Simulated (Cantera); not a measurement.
A Cantera script and its output.

```python
import numpy as np
import cantera as ct

gas = ct.Solution("gri30.yaml")


def delay(T, t_max=10):
    gas.TPX = T, 101325, {'CH4': 1, 'H2': 0.059, 'O2': 1.45, 'N2': 5.45}
    reactor = ct.IdealGasReactor(gas, clone=False)
    net = ct.ReactorNet([reactor])
    net.rtol, net.atol = 1e-8, 1e-16
    while net.time < t_max:
        t_old, T_old = net.time, reactor.T
        net.step()
        if reactor.T > T + 400:  # ignition: a rise of 400 K
            return t_old + (T + 400 - T_old) / (reactor.T - T_old) * (net.time - t_old)
    return np.nan


taus = []
for T in [1200, 1300, 1400, 1500, 1600, 1700, 1800, 1900, 2000, 2100]:
    taus.append(delay(T))
    print(f"T0 = {T:6g} K   tau = {taus[-1]:.4e} s")
```

Result:

```
T0 =   1200 K   tau = 2.6914e-02 s
T0 =   1300 K   tau = 7.9854e-03 s
T0 =   1400 K   tau = 2.5748e-03 s
T0 =   1500 K   tau = 9.3183e-04 s
T0 =   1600 K   tau = 3.8598e-04 s
T0 =   1700 K   tau = 1.8164e-04 s
T0 =   1800 K   tau = 9.4865e-05 s
T0 =   1900 K   tau = 5.3785e-05 s
T0 =   2000 K   tau = 3.2578e-05 s
T0 =   2100 K   tau = 2.0849e-05 s
```

Computed with Cantera and GRI-Mech 3.0 (53 species, 325 reactions).
